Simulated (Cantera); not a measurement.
Charge: 1 mol SiHCl₃, 19 mol N₂, equilibrated at 1352 °C and 0.248 Torr.

Cantera equilibrium calculation (NASA polynomials, part measured and part estimated; ideal gas, pure solids and liquids). Candidate condensed phases: NH₄Cl, Si, Si₃N₄; 28 gas species. The tables' values for SiCl₃, SiCl are old estimates; treat these amounts as uncertain. Rates play no part.

Base state: N₂ 0.904, SiCl₂ 0.0465, HCl 0.0435, Cl 0.00302, H₂ 0.00194, SiCl₃ 0.000990, H 0.000171, SiCl₄ 4.90e-5 (mole fractions); condensed: gas only.

Task: What changes in the equilibrium state with this change: pressure from 0.248 Torr to 0.825 Torr?

Result: 
```csv
species,before,after
N₂,0.904,0.905
SiCl₂,0.0465,0.0456
HCl,0.0435,0.0438
Cl,0.00302,0.00170
SiCl₄,4.90e-5,0.000169
SiCl,3.29e-5,1.73e-5
H,0.000171,9.20e-5
SiCl₃,0.000990,0.00182
H₂,0.00194,0.00187
```

Task: What changes in the equilibrium state with this change: N₂ from 19 to 2 mol?

Result: 
| species | before | after |
|---|---|---|
| N₂ | 0.904 | 0.502 |
| SiCl₂ | 0.0465 | 0.238 |
| HCl | 0.0435 | 0.230 |
| SiCl₃ | 0.000990 | 0.0116 |
| H₂ | 0.00194 | 0.0103 |
| SiCl₄ | 4.90e-5 | 0.00132 |
| H | 0.000171 | 0.000395 |
